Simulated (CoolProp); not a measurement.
Saturation properties of sulfur hexafluoride (Tc = 318.7 K, pc = 3.755 MPa, ω = 0.210).

The numbers come from the reference Helmholtz-energy equation of state, Guder 2009 in CoolProp.

```
T (K)  p (MPa)  liquid density (kg/m³)  vapour Z  liquid viscosity (µPa s)  liquid conductivity (mW/(m K))
-----  -------  ----------------------  --------  ------------------------  ------------------------------
240.3   0.4449                    1759    0.8887                       319                            71.9
245.6   0.5361                    1730    0.8731                       293                            70.4
250.8   0.6386                    1701    0.8565                       269                            68.8
256     0.7550                    1670    0.8385                       247                            67.2
261.3   0.8890                    1637    0.8187                       226                            65.6
266.5    1.037                    1604    0.7975                       207                            63.9
271.7    1.202                    1568    0.7747                       189                            62.2
277      1.390                    1530    0.7494                       173                            60.4
282.2    1.595                    1490    0.7223                       158                            58.6
287.4    1.821                    1446    0.6927                       143                            56.8
292.7    2.075                    1397    0.6593                       130                            54.9
297.9    2.350                    1343    0.6225                       117                            52.9
```

Viscosity comes from a separate model (Quiñones-Cisneros 2012). Thermal conductivity comes from a separate model (Assael 2012).
